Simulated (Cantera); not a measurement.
Input (Python, Cantera) and output of one run.

```python
import numpy as np
import cantera as ct

gas_names = """
    CS2 S2
""".split()
cond_names = """
    C(gr) S(cr1) S(cr2) S(L)
""".split()


def load(file, names, dense=False):
    # The tables refer to 1 bar. Condensed volumes are neglected.
    table = {s.name: s for s in ct.Species.list_from_file(file)}
    out = []
    for n in names:
        d = dict(table[n].input_data)
        d["thermo"] = dict(d["thermo"], **{"reference-pressure": 1e5})
        if dense:
            d["equation-of-state"] = {"model": "constant-volume", "density": "1e6 g/cm^3"}
        out.append(ct.Species.from_dict(d))
    return out


species = {s.name: s for s in load("nasa_gas.yaml", gas_names) + load("nasa_condensed.yaml", cond_names)}
# Each term lists the table entries of one substance; the one whose range holds T is used.
reactions = {
    'CS2(g) = S2(g) + C':
        [(-1, ['CS2']), (1, ['S2']), (1, ['C(gr)'])],
    '2 S = S2(g)':
        [(-2, ['S(cr1)', 'S(cr2)', 'S(L)']), (1, ['S2'])],
}


def pick(names, T):
    return next(species[n] for n in names if species[n].thermo.min_temp <= T <= species[n].thermo.max_temp)


results = []
for label, terms in reactions.items():
    print(label)
    print("     T/K   dH/kJ  dS/(J/K)   dG/kJ   log10 K")
    for T in [300, 723, 773, 823, 873, 923]:
        used = [(nu, pick(names, T)) for nu, names in terms]
        dH = sum(nu * s.thermo.h(T) for nu, s in used) / 1e6
        dS = sum(nu * s.thermo.s(T) for nu, s in used) / 1e3
        dG = dH - T * dS / 1e3
        logK = -dG * 1e6 / (ct.gas_constant * T * np.log(10))
        results.append((label, T, dH, dS, dG, logK, [s.name for _, s in used]))
        print(f"{T:8g} {dH:8.1f} {dS:8.1f} {dG:8.1f} {logK:8.2f}")
```

It prints:

```
CS2(g) = S2(g) + C
     T/K   dH/kJ  dS/(J/K)   dG/kJ   log10 K
     300     11.4     -4.0     12.6    -2.20
     723     10.2     -6.8     15.1    -1.09
     773     10.1     -6.8     15.4    -1.04
     823     10.1     -6.9     15.8    -1.00
     873     10.0     -7.0     16.1    -0.97
     923     10.0     -7.0     16.5    -0.93
2 S = S2(g)
     T/K   dH/kJ  dS/(J/K)   dG/kJ   log10 K
     300    128.4    164.1     79.2   -13.78
     723    110.4    125.6     19.6    -1.41
     773    109.2    124.0     13.3    -0.90
     823    107.9    122.4      7.2    -0.45
     873    106.5    120.7      1.1    -0.06
     923    104.9    119.0     -4.9     0.28
```

Standard-state values (1 bar) from the NASA 1993 polynomials, evaluated with Cantera. Condensed species are held in their standard states even where they would react or evaporate.
